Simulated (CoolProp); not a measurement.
n-nonane along the isobar 101 kPa: Z from the reference equation and from simpler models built on Tc = 594.5 K, pc = 2282 kPa, ω = 0.443; each cubic takes its own stable root.

Computed with CoolProp (reference Helmholtz-energy equation of state, Lemmon 2006). It is a short technical equation, of lower accuracy than the large ones.

| T (K) | phase | reference |
|---|---|---|
| 252.7 | liquid | 0.008222 |
| 282.9 | liquid | 0.007585 |
| 313.2 | liquid | 0.007084 |
| 343.5 | liquid | 0.006690 |
| 373.8 | liquid | 0.006383 |
| 404 | liquid | 0.006151 |
| 434.3 | gas | 0.9474 |
| 464.6 | gas | 0.9597 |
| 494.8 | gas | 0.9685 |
| 525.1 | gas | 0.9749 |
| 555.4 | gas | 0.9797 |
| 585.6 | gas | 0.9834 |

Q: How far does each simpler model (van der Waals, Soave-Redlich-Kwong) lie from the reference over these 12 states: mean and median of the absolute difference, and the worst?

A: 
- van der Waals: mean 3744.8 %, median 43.1 %, worst +15616.1 % at 404 K and 101 kPa
- Soave-Redlich-Kwong: mean 9.4 %, median 9.0 %, worst +20.9 % at 252.7 K and 101 kPa

At some of these states van der Waals gives the other phase, because its saturation line lies elsewhere.
